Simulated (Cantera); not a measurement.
# Thermodynamics of carbothermic reduction, feed Cu₂O + CH₄ + N₂

Charge: 1 mol Cu₂O, 4.5 mol CH₄, 0.67 mol N₂, held at 2302 °C and 1.33 mbar.

Method: chemical equilibrium by Gibbs-energy minimisation in Cantera with the NASA 1993 tables (ideal gas, pure condensed phases). Candidate condensed phases: C, C₆H₆, C₇H₈, C₈H₁₈, Cu, CuO, Cu(OH)₂, Cu₂O, H₂O; 139 gas species. Rates play no part.

| Quantity | Value |
|---|---|
| x(H) | 0.497 |
| x(H₂) | 0.275 |
| x(Cu) | 0.118 |
| x(CO) | 0.0591 |
| x(N₂) | 0.0345 |
| x(HCN) | 0.00826 |
| x(C₂H₂ (acetylene)) | 0.00404 |
| x(C₃) | 0.00116 |
| x(HNC) | 0.00105 |
| n(C(graphite)) | 3.10 mol |
| gas amount | 16.91 mol |
| log10 activity of Cu(l) (absent) | -3.22 |
